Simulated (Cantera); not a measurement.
# Ignition delay

Mixture: 5.27 % CH4, 19.9 % O2, 74.9 % N2, equivalence ratio 0.53, at 60000 Pa, adiabatic and at constant volume. Ignition delay is the time to a rise of 400 K.

Model: GRI-Mech 3.0 (53 species, 325 reactions), integrated in Cantera.

```json
[
 {"T0 (K)": "1098", "delay (ms)": "239"},
 {"T0 (K)": "1173", "delay (ms)": "72.6"},
 {"T0 (K)": "1248", "delay (ms)": "24.4"},
 {"T0 (K)": "1323", "delay (ms)": "9.11"},
 {"T0 (K)": "1398", "delay (ms)": "3.79"},
 {"T0 (K)": "1473", "delay (ms)": "1.77"}
]
```

```
Item                                                     Value
--------------------------------------------------  ----------
apparent activation energy between 1323 and 1473 K  180 kJ/mol
```
